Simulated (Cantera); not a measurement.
Feed: 1 mol MgO, 23 mol HBr, 59 mol N₂, held at 1650 K and 5.30 Pa.

Equilibrium computed with Cantera from the NASA thermochemical tables; the gas is ideal and each condensed phase is pure. Candidate condensed phases: Br₂, H₂O, Mg, MgBr₂, MgO, Mg(OH)₂; 36 gas species. Kinetics and transport are ignored.

Base state: N₂ 0.655, Br 0.171, H₂ 0.0820, HBr 0.0656, H₂O 0.0111, MgBr₂ 0.00872, H 0.00357, Mg 0.00128 (mole fractions); condensed: gas only.

Question: What changes in the equilibrium state with this change: temperature from 1650 K to 1473.15 K?

Answer: 
| species | before | after |
|---|---|---|
| N₂ | 0.655 | 0.680 |
| HBr | 0.0656 | 0.132 |
| Br | 0.171 | 0.110 |
| H₂ | 0.0820 | 0.0546 |
| MgBr₂ | 0.00872 | 0.0114 |
| H₂O | 0.0111 | 0.0115 |
| Mg | 0.00128 | 1.10e-5 |
| MgBr | 0.00111 | 8.46e-5 |
| OH | 2.18e-5 | 2.23e-6 |
